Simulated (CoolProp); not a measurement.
R142b along the isobar 18.1 MPa: Z from the reference equation and from simpler models built on Tc = 137.1 °C, pc = 4.055 MPa, ω = 0.232; each cubic takes its own stable root.

Computed with CoolProp (reference Helmholtz-energy equation of state, Lemmon 2006). It is a short technical equation, of lower accuracy than the large ones.

| T (°C) | phase | reference | Redlich-Kwong | Soave-Redlich-Kwong | Peng-Robinson |
|---|---|---|---|---|---|
| 75.55 | liquid | 0.5936 | 0.6590 | 0.6473 | 0.5768 |
| 83.65 | liquid | 0.5901 | 0.6549 | 0.6441 | 0.5743 |
| 91.75 | liquid | 0.5873 | 0.6516 | 0.6419 | 0.5726 |
| 99.85 | liquid | 0.5852 | 0.6490 | 0.6404 | 0.5718 |
| 107.95 | liquid | 0.5838 | 0.6470 | 0.6399 | 0.5719 |
| 115.95 | liquid | 0.5831 | 0.6458 | 0.6403 | 0.5729 |
| 124.05 | liquid | 0.5831 | 0.6452 | 0.6416 | 0.5748 |
| 132.15 | liquid | 0.5838 | 0.6452 | 0.6438 | 0.5776 |
| 140.25 | supercritical | 0.5853 | 0.6460 | 0.6470 | 0.5813 |
| 148.35 | supercritical | 0.5876 | 0.6474 | 0.6511 | 0.5861 |
| 156.45 | supercritical | 0.5907 | 0.6494 | 0.6562 | 0.5918 |
| 164.55 | supercritical | 0.5947 | 0.6521 | 0.6622 | 0.5985 |
| 172.55 | supercritical | 0.5995 | 0.6554 | 0.6692 | 0.6061 |
| 180.65 | supercritical | 0.6053 | 0.6593 | 0.6772 | 0.6148 |
| 188.75 | supercritical | 0.6120 | 0.6639 | 0.6861 | 0.6244 |
| 196.85 | supercritical | 0.6196 | 0.6691 | 0.6959 | 0.6350 |
